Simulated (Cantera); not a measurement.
## Premixed flame

A freely propagating, adiabatic, planar premixed flame of 16.4 % CH₃OH, 17.5 % O₂, 66.1 % N₂, equivalence ratio 1.4, unburnt at 650 K and 0.987 atm; mixture-averaged transport, grid criteria slope 0.08 and curve 0.16, no radiation.

Cantera simulation using GRI-Mech 3.0 (53 species, 325 reactions); the numbers are that mechanism's predictions, not measurements. GRI-Mech 3.0 was tuned for natural gas; its chemistry of methanol as a main component is partial and can be far from experiment. Burning velocities carry a grid error of a few per cent, more on coarse grids.

```csv
z (mm),T (K),u (m/s),x CH₃OH,x O₂,x CH₂CO,x N₂O,x CH₄,x C₂H
-0.637,650,1.82,0.163,0.174,<1e-8,<1e-8,2.22e-7,<1e-8
-0.424,653,1.84,0.162,0.173,<1e-8,<1e-8,1.48e-6,<1e-8
-0.318,664,1.88,0.160,0.171,3.13e-8,<1e-8,5.78e-6,<1e-8
-0.212,728,2.10,0.153,0.163,3.28e-7,<1e-8,2.91e-5,<1e-8
-0.106,1049,3.17,0.116,0.131,3.89e-6,<1e-8,0.000151,<1e-8
-0.0531,1398,4.40,0.0650,0.0954,1.11e-5,2.29e-8,0.000298,<1e-8
0,1758,5.77,0.0120,0.0582,2.25e-5,4.17e-8,0.000423,<1e-8
0.0531,1901,6.31,0.000341,0.0343,8.87e-6,4.05e-8,0.000219,1.32e-8
0.106,1942,6.43,2.42e-6,0.0194,1.05e-6,3.54e-8,4.76e-5,<1e-8
0.212,1984,6.54,<1e-8,0.00789,<1e-8,3.02e-8,1.07e-6,<1e-8
0.424,2031,6.65,<1e-8,0.00425,<1e-8,2.58e-8,<1e-8,<1e-8
0.849,2085,6.79,<1e-8,0.00295,<1e-8,2.29e-8,<1e-8,<1e-8
1.70,2143,6.96,<1e-8,0.00185,<1e-8,2.00e-8,<1e-8,<1e-8
```
x: mole fraction of selected species; z is measured from the peak of heat release.

```
Quantity                     Value
------------------------  --------
laminar burning velocity  180 cm/s
thermal thickness         0.212 mm
peak x(CH₂CO)              2.25e-5
peak x(CH₄)               0.000423
peak x(C₂H)                1.34e-8
grid points                    139
```
